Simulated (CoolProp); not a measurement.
m-xylene along the isotherm 620 K: fugacity coefficient from the reference equation and from simpler models built on Tc = 616.9 K, pc = 3.535 MPa, ω = 0.326; each cubic takes its own stable root.

Model: reference Helmholtz-energy equation of state, Zhou 2012, in CoolProp.

| p (MPa) | phase | reference |
|---|---|---|
| 1.47 | gas | 0.8548 |
| 2.95 | gas | 0.7130 |
| 4.42 | supercritical | 0.5515 |
| 5.89 | supercritical | 0.4423 |
| 7.36 | supercritical | 0.3765 |
| 8.84 | supercritical | 0.3328 |
| 10.3 | supercritical | 0.3025 |
| 11.8 | supercritical | 0.2796 |
| 13.3 | supercritical | 0.2624 |
| 14.7 | supercritical | 0.2500 |
| 16.2 | supercritical | 0.2395 |
| 17.7 | supercritical | 0.2313 |

Q: How far does each simpler model (van der Waals, Redlich-Kwong, Soave-Redlich-Kwong, Peng-Robinson) lie from the reference over these 12 states: mean and median of the absolute difference, and the worst?

A: 
- van der Waals: mean 20.7 %, median 20.9 %, worst +38.2 % at 620 K and 17.7 MPa
- Redlich-Kwong: mean 8.1 %, median 8.7 %, worst +13.5 % at 620 K and 17.7 MPa
- Soave-Redlich-Kwong: mean 8.6 %, median 9.3 %, worst +14.2 % at 620 K and 17.7 MPa
- Peng-Robinson: mean 2.0 %, median 2.3 %, worst +3.2 % at 620 K and 17.7 MPa
